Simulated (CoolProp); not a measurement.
Normal hydrogen at 328.59 K and 2.14 MPa is throttled through a valve to 0.932 MPa with no heat exchange. Each further row changes one setting.

The numbers come from the reference Helmholtz-energy equation of state, Leachman 2009 in CoolProp.

```csv
case,temperature change (K),final density (kg/m³)
as stated,+0.4,0.683
outlet pressure 0.28 MPa,+0.7,0.206
outlet pressure 1.21 MPa,+0.3,0.886
```
